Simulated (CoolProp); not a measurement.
Vapour-liquid equilibrium of n-octane (1) + ethylbenzene (2) at 203.25 °C; x and y are mole fractions of (1).

Computed with CoolProp (multi-fluid Helmholtz-energy mixture model, Beckmüller 2019 and Zhou 2012; pair parameters Bell 2016).

| x | bubble pressure, mixture model (kPa) | bubble pressure, Raoult's law (kPa) | y, mixture model | y, Raoult's law |
|---|---|---|---|---|
| 0.05 | 470.7 | 465.9 | 0.069 | 0.063 |
| 0.125 | 486.0 | 475.3 | 0.164 | 0.154 |
| 0.2 | 500.0 | 484.8 | 0.250 | 0.242 |
| 0.275 | 512.7 | 494.3 | 0.331 | 0.326 |
| 0.35 | 524.3 | 503.8 | 0.407 | 0.407 |
| 0.425 | 534.9 | 513.2 | 0.479 | 0.485 |
| 0.5 | 544.4 | 522.7 | 0.549 | 0.560 |
| 0.575 | 553.1 | 532.2 | 0.617 | 0.633 |
| 0.65 | 560.8 | 541.6 | 0.684 | 0.703 |
| 0.725 | 567.8 | 551.1 | 0.751 | 0.771 |
| 0.8 | 573.8 | 560.6 | 0.817 | 0.836 |
| 0.875 | 579.1 | 570.1 | 0.885 | 0.899 |
| 0.95 | 583.4 | 579.5 | 0.953 | 0.960 |

The largest gap from Raoult's law is +4.2 % in bubble pressure, at x = 0.425. No azeotrope shows between x = 0.05 and 0.95.

Pair parameters are fitted to limited data, so mixtures are less certain than the pure fluids.
